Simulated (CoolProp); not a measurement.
Vapour-liquid equilibrium of carbon dioxide (1) + ethane (2) at 254.5 K; x and y are mole fractions of (1).

Computed with CoolProp (multi-fluid Helmholtz-energy mixture model, Span 1996 and Bücker 2006; pair parameters Kunz 2012).

```json
[
 {"x": "0.05", "bubble pressure (MPa)": "1.620", "y at the bubble point": "0.111", "dew pressure at overall composition x (MPa)": "1.538", "liquid density (mol/L)": "(withheld)"},
 {"x": "0.15", "bubble pressure (MPa)": "1.870", "y at the bubble point": "0.274", "dew pressure at overall composition x (MPa)": "(withheld)", "liquid density (mol/L)": "15.05"},
 {"x": "0.25", "bubble pressure (MPa)": "2.065", "y at the bubble point": "0.389", "dew pressure at overall composition x (MPa)": "1.830", "liquid density (mol/L)": "15.40"},
 {"x": "0.35", "bubble pressure (MPa)": "2.211", "y at the bubble point": "0.475", "dew pressure at overall composition x (MPa)": "1.998", "liquid density (mol/L)": "15.84"},
 {"x": "0.45", "bubble pressure (MPa)": "2.313", "y at the bubble point": "0.544", "dew pressure at overall composition x (MPa)": "2.170", "liquid density (mol/L)": "16.41"},
 {"x": "0.55", "bubble pressure (MPa)": "2.375", "y at the bubble point": "0.605", "dew pressure at overall composition x (MPa)": "2.320", "liquid density (mol/L)": "17.13"},
 {"x": "0.65", "bubble pressure (MPa)": "2.403", "y at the bubble point": "0.661", "dew pressure at overall composition x (MPa)": "(withheld)", "liquid density (mol/L)": "18.05"},
 {"x": "0.75", "bubble pressure (MPa)": "2.393", "y at the bubble point": "0.721", "dew pressure at overall composition x (MPa)": "2.376", "liquid density (mol/L)": "19.20"},
 {"x": "0.85", "bubble pressure (MPa)": "2.333", "y at the bubble point": "0.796", "dew pressure at overall composition x (MPa)": "2.268", "liquid density (mol/L)": "20.62"},
 {"x": "0.95", "bubble pressure (MPa)": "2.185", "y at the bubble point": "0.910", "dew pressure at overall composition x (MPa)": "2.127", "liquid density (mol/L)": "22.33"}
]
```

What belongs in the gaps?


- 0.05, liquid density (mol/L): 14.75
- 0.15, dew pressure at overall composition x (MPa): 1.676
- 0.65, dew pressure at overall composition x (MPa): 2.400

y crosses x between x = 0.65 and 0.75: the model has an azeotrope there.

Pair parameters are fitted to limited data, so mixtures are less certain than the pure fluids.
